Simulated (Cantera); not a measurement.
Charge: 1 mol acetone, a varied amount of H2, 0.26 mol NH3, held at 40.0 Pa.

Method: chemical equilibrium by Gibbs-energy minimisation in Cantera with the NASA 1993 tables (ideal gas, pure condensed phases). Candidate condensed phases: C, C6H6, C7H8, C8H18, H2O; 136 gas species. The feed counts by its element totals alone. The numbers say what is thermodynamically allowed, not how fast it happens.

Stable condensed phases, one row left out:

```
T in K \ n(H2) in mol
         12 14 16 19 22 26 30 35 41 48 57 66 77
   2950   A  A  A  A  A  A  A  A  A  A  A  A  A
   2875   A  A  A  A  A  A  A  A  A  A  A  A  A
   2800   A  A  A  A  A  A  A  A  A  A  A  A  A
   2650   B  B  B  A  A  A  A  A  A  A  A  A  A
   2575   B  B  B  B  B  B  B  B  B  B  A  A  A
   2500   B  B  B  B  B  B  B  B  B  B  B  B  B
   2425   B  B  B  B  B  B  B  B  B  B  B  B  B
   2350   B  B  B  B  B  B  B  B  B  B  B  B  B
   2275   B  B  B  B  B  B  B  B  B  B  B  B  B
   2200   B  B  B  B  B  B  B  B  B  B  B  B  B
   2125   B  B  B  B  B  B  B  B  B  B  B  B  B
   2050   B  B  B  B  B  B  B  B  B  B  B  B  B
```

A: gas only; B: C.

Give the row for 2725 K.

12: gas only; 14: gas only; 16: gas only; 19: gas only; 22: gas only; 26: gas only; 30: gas only; 35: gas only; 41: gas only; 48: gas only; 57: gas only; 66: gas only; 77: gas only.
